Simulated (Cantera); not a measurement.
A freely propagating, adiabatic, planar premixed flame of CH3OH : O2 : N2 = 1 : 1.07 : 4.03 (molar parts), unburnt at 475 K and 190000 Pa; mixture-averaged transport, grid criteria slope 0.08 and curve 0.16, no radiation.

Computed with Cantera and GRI-Mech 3.0 (53 species, 325 reactions). GRI-Mech 3.0 was tuned for natural gas; its chemistry of methanol as a main component is partial and can be far from experiment. Burning velocities carry a grid error of a few per cent, more on coarse grids.

x: mole fraction of selected species; z is measured from the peak of heat release.

```tsv
z (mm)	T (K)	u (m/s)	x CH3OH	x O2	x N2O	x CH4	x CH2	x HO2
-0.422	475	0.915	0.163	0.175	<1e-8	1.61e-7	<1e-8	3.75e-7
-0.281	478	0.927	0.162	0.173	<1e-8	1.21e-6	<1e-8	3.16e-6
-0.211	492	0.961	0.160	0.171	<1e-8	5.51e-6	<1e-8	1.64e-5
-0.141	[?]	1.14	0.153	0.162	<1e-8	3.08e-5	<1e-8	0.000117
-0.0704	[?]	1.99	0.112	0.126	1.08e-8	0.000156	<1e-8	0.000940
-0.0352	[?]	2.86	0.0626	0.0893	2.59e-8	0.000293	2.50e-7	0.00252
0	1693	3.82	0.0102	0.0503	4.72e-8	0.000420	1.41e-5	0.00177
0.0352	1838	4.18	0.000179	0.0267	5.20e-8	0.000215	7.54e-6	7.22e-5
0.0704	1889	4.28	9.39e-7	0.0133	4.87e-8	4.43e-5	1.23e-6	1.27e-5
0.141	1945	4.38	<1e-8	0.00436	3.91e-8	1.13e-6	4.32e-8	4.36e-6
0.281	2001	4.48	<1e-8	0.00182	2.98e-8	<1e-8	<1e-8	1.97e-6
0.563	2054	4.58	<1e-8	0.000931	2.25e-8	<1e-8	<1e-8	1.02e-6
1.13	2097	4.66	<1e-8	0.000397	1.56e-8	<1e-8	<1e-8	4.32e-7
```

**Question.** Some entries are withheld; supply them.

**Answer.** 
- -0.141, T (K): 574
- -0.0704, T (K): 952
- -0.0352, T (K): 1320
